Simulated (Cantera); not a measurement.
Gas mixture: N₂ : CO₂ : C₂H₄ : H₂O = 0.68 : 0.5 : 0.52 : 0.49 (molar parts), at 0.400 bar, frozen composition.

Cantera's kinetic-theory transport with the Lennard-Jones parameters of GRI-Mech 3.0, ideal gas; thermal conductivity in the multicomponent form. Polar gases are described roughly by these parameters. The composition is frozen, though it would react at the higher temperatures.

One state of this run: ρ (kg/m³) = 0.202; cp (J/kg/K) = 1624; μ (µPa s) = 28.3; λ (mW/m/K) = 64.1; Pr = 0.716; D (cm²/s) CO₂ = 1.74; D (cm²/s) CH₃ = 2.32; D (cm²/s) H₂O = 2.38. D: mixture-averaged diffusion coefficient of that species in the mixture.

### Question
Which value of T (K) does it belong to?
(A) 1100
(B) 900
(C) 400
(D) 700

### Answer
D, 700
